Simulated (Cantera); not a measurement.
Source: NASA polynomial tables (part measured, part estimated), evaluated in Cantera. Values are per mole of reaction as written; species without (g) are pure solids or liquids, kept so even where they would boil at 1 bar. The tables' values for SiF2 are old estimates.

Q: Between 300 and 623 K, where is each reaction favourable under standard conditions?
- SiF2(g) + Si2C(g) = 3 Si(g) + CF2(g)
- 2 CF3(g) + 3 SiF2(g) = 2 C + 3 SiF4(g)
- 9 SiF2(g) + 7 SiC2(g) = 6 CF3(g) + 8 Si2C(g)

A: 
- SiF2(g) + Si2C(g) = 3 Si(g) + CF2(g): ΔG° is 1147 kJ at 300 K and 1066 kJ at 623 K; it stays positive (K < 1). ΔH° is 1223 kJ and ΔS° 252 J/K at 623 K.
- 2 CF3(g) + 3 SiF2(g) = 2 C + 3 SiF4(g): ΔG° is -2009 kJ at 300 K and -1868 kJ at 623 K; it stays negative (K > 1). ΔH° is -2136 kJ and ΔS° -430 J/K at 623 K.
- 9 SiF2(g) + 7 SiC2(g) = 6 CF3(g) + 8 Si2C(g): ΔG° is 2579 kJ at 300 K and 2725 kJ at 623 K; it stays positive (K < 1). ΔH° is 2441 kJ and ΔS° -455 J/K at 623 K.
